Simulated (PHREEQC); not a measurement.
0.25 g of hydrous ferric oxide (600 m²/g; 0.2 weak and 0.005 strong sites per Fe, Dzombak-Morel constants, diffuse double layer) in 1 kg of water with 0.3 mol/kgw of an inert sodium salt, at 25 °C; the pH is set by adding NaOH or the inert anion's acid. Oxygen alone is held at its pressure in air (log pO2 = -0.68). The system is closed to CO2. Precipitation was switched off in this run.

Equilibrium calculation in PHREEQC: ion-association model, wateq4f.dat.

```tsv
pH	surface charge σ (C/m²)	surface potential ψ (mV)
4	0.349	123
4.5	0.318	[?]
5	[?]	[?]
5.5	[?]	98
6	0.154	83
6.5	0.106	[?]
7	0.066	46
7.5	0.034	26
8	0.006	5
8.5	[?]	-17
9	-0.051	[?]
9.5	[?]	-57
10	-0.132	-75
```

Question: Fill in the missing entries.

Answer: 
- 4.5, surface potential ψ (mV): 118
- 5, surface charge σ (C/m²): 0.269
- 5, surface potential ψ (mV): 110
- 5.5, surface charge σ (C/m²): 0.210
- 6.5, surface potential ψ (mV): 65
- 8.5, surface charge σ (C/m²): -0.021
- 9, surface potential ψ (mV): -38
- 9.5, surface charge σ (C/m²): -0.087
